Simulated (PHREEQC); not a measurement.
Make-up at 25 °C: 0.25 mol H3BO3 and 0.002 mol H4SiO4 per kg of water. Closed to the air; pH follows from the charge balance.

The numbers come from PHREEQC with the Pitzer model, pitzer.dat.

Each row changes one thing in this solution. Precipitation was switched off in this run.

```json
[
 {"case": "as made", "pH": "4.57", "ionic strength (mol/kgw)": "2.58e-5", "B3O3(OH)4- (mol/kgw)": "2.02e-5", "B(OH)4- (mol/kgw)": "5.62e-6", "H3SiO4- (mol/kgw)": "1.15e-8", "SI of SiO2(a) (SiO2)": "-0.03"},
 {"case": "temperature from 25 to 35 °C", "pH": "4.57", "ionic strength (mol/kgw)": "(withheld)", "B3O3(OH)4- (mol/kgw)": "2.02e-5", "B(OH)4- (mol/kgw)": "5.62e-6", "H3SiO4- (mol/kgw)": "(withheld)", "SI of SiO2(a) (SiO2)": "-0.12"},
 {"case": "H4SiO4 from 0.002 to 0.001 mol/kgw", "pH": "4.57", "ionic strength (mol/kgw)": "2.58e-5", "B3O3(OH)4- (mol/kgw)": "2.02e-5", "B(OH)4- (mol/kgw)": "5.62e-6", "H3SiO4- (mol/kgw)": "5.77e-9", "SI of SiO2(a) (SiO2)": "-0.33"},
 {"case": "temperature from 25 to 15 °C", "pH": "4.57", "ionic strength (mol/kgw)": "2.58e-5", "B3O3(OH)4- (mol/kgw)": "2.02e-5", "B(OH)4- (mol/kgw)": "5.62e-6", "H3SiO4- (mol/kgw)": "7.96e-9", "SI of SiO2(a) (SiO2)": "+0.06"},
 {"case": "diluted 100-fold with water", "pH": "5.92", "ionic strength (mol/kgw)": "1.21e-6", "B3O3(OH)4- (mol/kgw)": "3.85e-10", "B(OH)4- (mol/kgw)": "1.20e-6", "H3SiO4- (mol/kgw)": "2.45e-9", "SI of SiO2(a) (SiO2)": "-2.04"},
 {"case": "diluted 5-fold with water", "pH": "5.24", "ionic strength (mol/kgw)": "(withheld)", "B3O3(OH)4- (mol/kgw)": "6.64e-7", "B(OH)4- (mol/kgw)": "5.05e-6", "H3SiO4- (mol/kgw)": "1.04e-8", "SI of SiO2(a) (SiO2)": "-0.74"},
 {"case": "diluted 2-fold with water", "pH": "4.93", "ionic strength (mol/kgw)": "(withheld)", "B3O3(OH)4- (mol/kgw)": "(withheld)", "B(OH)4- (mol/kgw)": "6.26e-6", "H3SiO4- (mol/kgw)": "1.28e-8", "SI of SiO2(a) (SiO2)": "-0.34"}
]
```

Some entries are withheld; supply them.


- temperature from 25 to 35 °C, ionic strength (mol/kgw): 2.59e-5
- temperature from 25 to 35 °C, H3SiO4- (mol/kgw): 1.60e-8
- diluted 5-fold with water, ionic strength (mol/kgw): 5.73e-6
- diluted 2-fold with water, ionic strength (mol/kgw): 1.16e-5
- diluted 2-fold with water, B3O3(OH)4- (mol/kgw): 5.32e-6

Species that the database lacks are ignored. Some of these states are supersaturated (in SiO2(a), for instance).
